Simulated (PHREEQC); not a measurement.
NaOH is added in steps, without added water, to 1 kg of water holding 0.01 mol CdBr2, 0.0031 mol Sr(OH)2 and 0.0026 mol NaBr, at 25 °C. Oxygen alone is held at its pressure in air (log pO2 = -0.68). The system is closed to CO2. Solids allowed: Cd(OH)2. Others were left out.

Base run: PHREEQC, ion-association model, wateq4f.dat. Each further column changes one thing. The table gives Cd+2 (mol/kgw).

| NaOH added (mol) | base | Debye-Hückel limiting law | Davies equation for every ion | metal-ligand complexes left out | all activity coefficients set to 1 |
|---|---|---|---|---|---|
| 0 | 0.00267 | 0.00288 | 0.00267 | 0.00688 | 0.00183 |
| 0.0016 | 0.00232 | 0.00251 | 0.00232 | [?] | 0.00158 |
| 0.0032 | 0.00198 | [?] | 0.00198 | 0.00528 | 0.00133 |
| 0.0048 | 0.00166 | 0.00180 | 0.00166 | 0.00448 | 0.00110 |
| 0.0064 | 0.00134 | 0.00146 | 0.00134 | 0.00369 | [?] |
| 0.008 | 0.00103 | 0.00113 | 0.00103 | 0.00289 | 0.000672 |
| 0.0096 | 0.000736 | 0.000804 | 0.000736 | 0.00209 | 0.000474 |
| 0.0112 | 0.000448 | [?] | 0.000448 | 0.00129 | [?] |
| 0.0128 | 0.000170 | 0.000187 | 0.000170 | [?] | 0.000107 |
| 0.0144 | 3.23e-8 | 3.95e-8 | 3.19e-8 | [?] | 1.28e-8 |
| 0.016 | 2.46e-9 | 3.04e-9 | 2.43e-9 | 2.46e-9 | 9.54e-10 |

Task: What belongs in the gaps?

Result: 
- 0.0016, metal-ligand complexes left out: 0.00608
- 0.0032, Debye-Hückel limiting law: 0.00215
- 0.0064, all activity coefficients set to 1: 0.000881
- 0.0112, Debye-Hückel limiting law: 0.000491
- 0.0112, all activity coefficients set to 1: 0.000285
- 0.0128, metal-ligand complexes left out: 0.000497
- 0.0144, metal-ligand complexes left out: 3.24e-8
